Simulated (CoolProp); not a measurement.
Vapour-liquid equilibrium of propane (1) + isopentane (2) at 66.95 °C; x and y are mole fractions of (1).

Values from CoolProp's multi-fluid Helmholtz-energy mixture model, Lemmon 2009 and Lemmon 2006; pair parameters Kunz 2012.

**Question.** Give the bubble pressure and the first vapour's composition at x = 0.35, 0.5, 0.95. Is there an azeotrope?

**Answer.** x = 0.35: 1.017 MPa, y = 0.734; x = 0.5: 1.308 MPa, y = 0.822; x = 0.95: 2.298 MPa, y = 0.983. No azeotrope shows between x = 0.05 and 0.95.

Pair parameters are fitted to limited data, so mixtures are less certain than the pure fluids.
